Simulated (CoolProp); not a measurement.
Nitrogen along the isotherm -140.65 °C: fugacity coefficient from the reference equation and from simpler models built on Tc = -147.0 °C, pc = 3.396 MPa, ω = 0.037; each cubic takes its own stable root.

The numbers come from the reference Helmholtz-energy equation of state, Span 2000 in CoolProp.

| p (MPa) | phase | reference |
|---|---|---|
| 0.424 | gas | 0.9645 |
| 0.849 | gas | 0.9293 |
| 1.27 | gas | 0.8947 |
| 1.7 | gas | 0.8597 |
| 2.12 | gas | 0.8258 |
| 2.55 | gas | 0.7910 |
| 2.97 | gas | 0.7571 |
| 3.4 | supercritical | 0.7219 |
| 3.82 | supercritical | 0.6869 |
| 4.24 | supercritical | 0.6503 |
| 4.67 | supercritical | 0.6116 |
| 5.09 | supercritical | 0.5766 |

### Question
How far does each simpler model (van der Waals, Redlich-Kwong, Soave-Redlich-Kwong, Peng-Robinson) lie from the reference over these 12 states: mean and median of the absolute difference, and the worst?

### Answer
- van der Waals: mean 1.4 %, median 1.6 %, worst +2.3 % at -140.65 °C and 5.09 MPa
- Redlich-Kwong: mean 0.5 %, median 0.5 %, worst -0.7 % at -140.65 °C and 3.82 MPa
- Soave-Redlich-Kwong: mean 0.4 %, median 0.4 %, worst -0.5 % at -140.65 °C and 3.4 MPa
- Peng-Robinson: mean 3.0 %, median 3.3 %, worst -4.4 % at -140.65 °C and 4.24 MPa
